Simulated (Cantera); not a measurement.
Charge: 1 mol CaCO₃, 2.4 mol H₂O, 0.27 mol H₂, at 527 °C and 0.100 bar.

Method: chemical equilibrium by Gibbs-energy minimisation in Cantera with the NASA 1993 tables (ideal gas, pure condensed phases). Candidate condensed phases: C, C₆H₆, C₇H₈, C₈H₁₈, Ca, CaCO₃, CaO, Ca(OH)₂, H₂O; 115 gas species. Equilibrium is a limit: real reactors are often held back by kinetics, nucleation or transport.

Base state: H₂O 0.896, H₂ 0.101, CO₂ 0.00311, CO 8.28e-5 (mole fractions); condensed: CaCO₃(calcite) + CaO(s).

**Question.** What changes in the equilibrium state with this change: temperature from 527 °C to 1627 °C?

**Answer.** 
| species | before | after |
|---|---|---|
| H₂O | 0.896 | 0.695 |
| CO₂ | 0.00311 | 0.229 |
| CO | 8.28e-5 | 0.0429 |
| H₂ | 0.101 | 0.0309 |
| Ca(OH)₂ | <1e-9 | 3.12e-5 |
| OH | <1e-9 | 0.000815 |
| H | <1e-9 | 0.000441 |
| O₂ | <1e-9 | 8.57e-5 |
| CaCO₃(calcite), mol | 0.991 | 0 |
| CaO(s), mol | 0.00855 | 1.000 |

**Question.** What changes in the equilibrium state with this change: temperature from 527 °C to 1752 °C?

**Answer.** 
```tsv
species	before	after
H₂O	0.896	0.694
CO₂	0.00311	0.226
CO	8.28e-5	0.0456
H₂	0.101	0.0299
Ca(OH)₂	<1e-9	8.58e-5
OH	<1e-9	0.00255
H	<1e-9	0.00105
O₂	<1e-9	0.000651
O	<1e-9	6.52e-5
CaCO₃(calcite), mol	0.991	0
CaO(s), mol	0.00855	1.000
```
